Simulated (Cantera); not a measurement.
Input (Python, Cantera):

```python
import numpy as np
import cantera as ct

gas = ct.Solution("gri30.yaml")
gas.TPX = 1025, 480000, {'CO': 0.0097, 'O2': 0.011, 'H2O': 0.01, 'N2': 1}
reactor = ct.IdealGasConstPressureReactor(gas, energy="off", clone=False)
net = ct.ReactorNet([reactor])
net.rtol, net.atol = 1e-08, 1e-18
show = ['CO', 'O2', 'H2O', 'NO', 'H']
times = np.geomspace(8e-05, 60, 10)

steps = ct.SolutionArray(gas, extra=["t"])
rows = []
print(f"{'t/s':>10s}{'T/K':>9s}{'P/Pa':>11s}" + "".join(f"{s:>11s}" for s in show))
for t in times:
    while net.time < t:
        t_next = net.step()
        steps.append(gas.state, t=t_next)
    rows.append([np.interp(t, steps.t, y) for y in (steps.T, steps.P, *steps(*show).X.T)])
    print(f"{t:10.3e}{rows[-1][0]:9.1f}{rows[-1][1]:11.4g}" + "".join(f"{x:11.3e}" for x in rows[-1][2:]))
rate = np.gradient(steps.T, steps.t)
print("integrator steps:", len(steps.t))
if steps.T.max() > steps.T[0] + 200:
    print(f"time of steepest temperature rise: {steps.t[rate.argmax()]:.4e} s")
gas.TPX = 1025, 480000, {'CO': 0.0097, 'O2': 0.011, 'H2O': 0.01, 'N2': 1}
gas.equilibrate("TP")
print(f"equilibrium (TP): T = {gas.T:.1f} K  " + "  ".join(f"{s} {gas[s].X[0]:.3e}" for s in show))
```

It prints:

```
       t/s      T/K       P/Pa         CO         O2        H2O         NO          H
 8.000e-05   1025.0    4.8e+05  9.411e-03  1.067e-02  9.702e-03  2.344e-21  1.240e-12
 3.596e-04   1025.0    4.8e+05  9.411e-03  1.067e-02  9.702e-03  4.076e-20  5.083e-12
 1.617e-03   1025.0    4.8e+05  9.411e-03  1.067e-02  9.702e-03  4.788e-19  1.504e-11
 7.268e-03   1025.0    4.8e+05  9.411e-03  1.067e-02  9.702e-03  8.781e-18  9.037e-11
 3.268e-02   1025.0    4.8e+05  9.393e-03  1.066e-02  9.701e-03  2.643e-14  6.815e-09
 1.469e-01   1025.0    4.8e+05  8.633e-03  1.029e-02  9.692e-03  4.810e-12  2.250e-08
 6.604e-01   1025.0    4.8e+05  5.677e-03  8.826e-03  9.696e-03  7.663e-11  1.798e-08
 2.969e+00   1025.0    4.8e+05  1.237e-03  6.612e-03  9.735e-03  2.945e-10  4.029e-09
 1.335e+01   1025.0    4.8e+05  7.754e-05  6.033e-03  9.747e-03  1.336e-10  1.039e-10
 6.000e+01   1025.0    4.8e+05  1.955e-06  5.996e-03  9.748e-03  2.836e-10  2.219e-12
integrator steps: 1361
equilibrium (TP): T = 1025.0 K  CO 7.829e-12  O2 5.991e-03  H2O 9.748e-03  NO 7.728e-06  H 6.475e-15
```

Computed with Cantera and GRI-Mech 3.0 (53 species, 325 reactions).
